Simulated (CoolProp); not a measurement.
Vapour-liquid equilibrium of carbon dioxide (1) + n-butane (2) at 6.3 bar; x and y are mole fractions of (1).

The numbers come from the multi-fluid Helmholtz-energy mixture model, Span 1996 and Bücker 2006; pair parameters Kunz 2012 in CoolProp.

```csv
x,bubble temperature (K),y at the bubble point,dew temperature at overall composition x (K),liquid density (mol/L)
0.05,298.7,0.588,330.3,9.845
0.15,255.4,0.919,325.4,10.93
0.25,239.3,0.964,320.2,11.72
0.35,232.4,0.976,314.6,12.57
0.45,229.2,0.981,308.5,13.60
0.55,227.5,0.984,301.7,14.87
0.65,226.4,0.985,293.6,16.48
0.75,225.4,0.987,283.6,18.52
0.85,224.1,0.990,269.8,21.12
0.95,222.3,0.996,245.4,24.43
```

No azeotrope shows between x = 0.05 and 0.95.

Pair parameters are fitted to limited data, so mixtures are less certain than the pure fluids. With so large a gap from Raoult's law the liquid may split in two, which this calculation doesn't test in full.
